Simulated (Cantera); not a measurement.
Input: 1 mol CsCl, 0.16 mol H₂, 5.8 mol H₂O, equilibrated at 1402 °C and 100000 Pa.

Method: chemical equilibrium by Gibbs-energy minimisation in Cantera with the NASA 1993 tables (ideal gas, pure condensed phases). Candidate condensed phases: Cs, CsCl, CsOH, H₂O; 22 gas species. Kinetics and transport are ignored.

Base state: H₂O 0.832, CsCl 0.134, H₂ 0.0230, HCl 0.00404, CsOH 0.00399, Cs₂Cl₂ 0.00298, Cs 5.94e-5, OH 3.08e-5 (mole fractions); condensed: gas only.

**Question.** What changes in the equilibrium state with this change: temperature from 1402 °C to 1300 °C?

**Answer.** 
| species | before | after |
|---|---|---|
| H₂O | 0.832 | 0.836 |
| CsCl | 0.134 | 0.129 |
| H₂ | 0.0230 | 0.0231 |
| Cs₂Cl₂ | 0.00298 | 0.00613 |
| OH | 3.08e-5 | 8.07e-6 |
| H | 1.76e-5 | 6.18e-6 |
